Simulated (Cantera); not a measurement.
What does this Cantera script print?

```python
import numpy as np
import cantera as ct

gas_names = """
    H HI HO2 H2 H2O H2O2 I I2 O OH O2 O3
""".split()
cond_names = """
    H2O(s) H2O(L) I2(cr) I2(L)
""".split()


# ... load() reads the species with a 1 bar reference pressure and builds the phases ...
atoms = {
    'HI': {'H': 1, 'I': 1},
    'H2O': {'H': 2, 'O': 1},
    'H2': {'H': 2},
}
top_T = {}  # K; cautious upper limits of use, not melting points


# ... equilibrate(T, P, feed) seeds the gas with the atoms and calls Mixture.equilibrate('TP', solver="vcs", rtol=1e-11, max_steps=5000) ...
results = []
feed = {'HI': 1, 'H2O': 0.064, 'H2': 0.33}  # mol
P = 150  # Pa
for T in [1373, 1573, 1773, 1973, 2173, 2373, 2573, 2773]:
    mix = equilibrate(T, P, feed)
    results.append((T, P, feed, dict(zip(mix.species_names, mix.species_moles))))

top = {s: max(r[3][s] / sum(r[3][g] for g in gas_names) for r in results) for s in gas_names}
cols = sorted((s for s in top if top[s] > 0.001), key=lambda s: -top[s])[:7]
seen = [c for c in cond_names if any(r[3].get(c, 0) > 1e-12 for r in results)]
print("log10 of partial pressures in bar; condensed amounts in mol")
print(f"{'T/K':>10s}" + "".join(f"{s[:9]:>10s}" for s in cols + seen))
for T, P, feed, n in results:
    ng = sum(n[g] for g in gas_names)
    print(f"{T:10.4g}" + "".join(f"{np.log10(max(n[s] / ng * P / 1e5, 1e-99)):10.3f}" for s in cols)
          + "".join(f"{n.get(c, 0):10.4g}" for c in seen))
```

Output:

```
log10 of partial pressures in bar; condensed amounts in mol
       T/K         H         I        H2        HI       H2O         O        OH
      1373    -7.079    -3.149    -3.203    -3.957    -4.279   -13.815    -9.904
      1573    -5.987    -3.121    -3.191    -4.333    -4.289   -11.397    -8.526
      1773    -5.141    -3.112    -3.190    -4.642    -4.293    -9.510    -7.452
      1973    -4.470    -3.111    -3.201    -4.902    -4.301    -7.995    -6.593
      2173    -3.937    -3.122    -3.242    -5.142    -4.325    -6.743    -5.893
      2373    -3.530    -3.149    -3.350    -5.398    -4.410    -5.693    -5.341
      2573    -3.253    -3.198    -3.577    -5.708    -4.726    -4.912    -5.049
      2773    -3.106    -3.245    -3.955    -6.071    -5.508    -4.573    -5.221
```

Method: chemical equilibrium by Gibbs-energy minimisation in Cantera with the NASA 1993 tables (ideal gas, pure condensed phases).
